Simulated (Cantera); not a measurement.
Feed: 1 mol SiCl₄, 0.026 mol HCl, 6.4 mol H₂, at 1225 K and 0.110 bar.

These are equilibrium values from Cantera (NASA tables, ideal gas, pure condensed phases), not measurements of a reactor. Candidate condensed phases: Si; 19 gas species. The tables' values for SiCl₃ are old estimates; treat these amounts as uncertain. Equilibrium is a limit: real reactors are often held back by kinetics, nucleation or transport.

Base state: H₂ 0.787, HCl 0.0818, SiCl₄ 0.0738, SiHCl₃ 0.0222, SiCl₂ 0.0203, SiCl₃ 0.0138, SiH₂Cl₂ 0.000888 (mole fractions); condensed: gas only.

What changes in the equilibrium state with this change: HCl from 0.026 to 0.47 mol?


```tsv
species	before	after
H₂	0.787	0.763
HCl	0.0818	0.112
SiCl₄	0.0738	0.0836
SiCl₂	0.0203	0.0118
SiHCl₃	0.0222	0.0177
SiCl₃	0.0138	0.0112
SiH₂Cl₂	0.000888	0.000501
```
